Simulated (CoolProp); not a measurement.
Dimethyl carbonate along the isobar 0.987 MPa: fugacity coefficient from the reference equation and from simpler models built on Tc = 557.0 K, pc = 4.909 MPa, ω = 0.346; each cubic takes its own stable root.

Values from CoolProp's reference Helmholtz-energy equation of state, Zhou 2011.

```tsv
T (K)	phase	reference
297.8	liquid	0.007447
327.4	liquid	0.02869
357	liquid	0.08403
386.6	liquid	0.2001
416.2	liquid	0.4063
445.8	liquid	0.7271
475.4	gas	0.8858
505.1	gas	0.9061
```

Task: How far does each simpler model (van der Waals, Soave-Redlich-Kwong) lie from the reference over these 8 states: mean and median of the absolute difference, and the worst?

Result: 
- van der Waals: mean 621.3 %, median 215.6 %, worst +2756.2 % at 297.8 K and 0.987 MPa
- Soave-Redlich-Kwong: mean 1.8 %, median 1.5 %, worst -5.5 % at 297.8 K and 0.987 MPa

At some of these states van der Waals gives the other phase, because its saturation line lies elsewhere.
